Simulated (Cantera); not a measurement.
A closed system holds: 1 mol Si, 0.29 mol CO, 1.4 mol H₂, at 1348 K and 0.350 bar.

Equilibrium computed with Cantera from the NASA thermochemical tables; the gas is ideal and each condensed phase is pure. Candidate condensed phases: C, C₆H₆, C₇H₈, C₈H₁₈, H₂O, Si, SiC, SiO₂; 123 gas species. Mutual solubility and eutectic melting of coexisting phases are not modelled. The tables hold silica as quartz up to 1696 K and as liquid above; real silica turns to tridymite and cristobalite and melts near 1996 K. Equilibrium is a limit: real reactors are often held back by kinetics, nucleation or transport.

Base state: H₂ 1.000, SiO 6.74e-5 (mole fractions); condensed: Si(s) + SiC(s) + SiO₂(β-quartz).

Q: What changes in the equilibrium state with this change: pressure from 0.350 bar to 61.0 Pa?

A: 
```tsv
species	before	after
H₂	1.000	0.961
SiO	6.74e-5	0.0387
CO	9.91e-7	0.000569
H	3.91e-6	9.18e-5
Si(s), mol	0.565	0.538
SiC(s), mol	0.290	0.289
SiO₂(β-quartz), mol	0.145	0.116
```
